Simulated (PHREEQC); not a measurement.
1 kg of water holding 0.54 mol/kgw NaCl and 0.11 mol/kgw KCl is evaporated at 25 °C; the solids stay in contact with the brine. CO2 from the air is kept out. The run lets Halite, Sylvite precipitate or redissolve, and no other solid.

The series has 28 steps of water left (kg), from 1 to 0.005012.

All values are PHREEQC results (Pitzer model, pitzer.dat), not measurements.

Task: Which solids form, in which order, and at which step of the series does each first stand?

Result: Halite from water left = 0.09502 kg; Sylvite from water left = 0.04335 kg.
